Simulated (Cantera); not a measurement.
Charge: 1 mol B₂H₆, 0.99 mol NH₃, 2.1 mol N₂, at 3.80 mbar.

Method: chemical equilibrium by Gibbs-energy minimisation in Cantera with the NASA 1993 tables (ideal gas, pure condensed phases). Candidate condensed phases: B, BN; 15 gas species. The feed counts by its element totals alone. Rates play no part. All values below are at 1125 °C.

Base state: H₂ 0.738, N₂ 0.262, H 6.59e-5 (mole fractions); condensed: BN(s).

Problem. What changes in the equilibrium state with this change: B₂H₆ replaced by B₂O₃?

Solution. 
| species | before | after |
|---|---|---|
| N₂ | 0.262 | 0.634 |
| H₂ | 0.738 | 0.361 |
| HBO₂ | 0 | 0.00295 |
| HBO | 0 | 0.000747 |
| B₂O₃ | 0 | 0.000603 |
| BN(s), mol | 2.00 | 0.00403 |
| B₂O₃(l), mol | 0 | 0.988 |
Mutual solubility and eutectic melting of coexisting phases are not modelled. Further candidate phases: B₂O₃, B₃O₃H₃, H₂O.
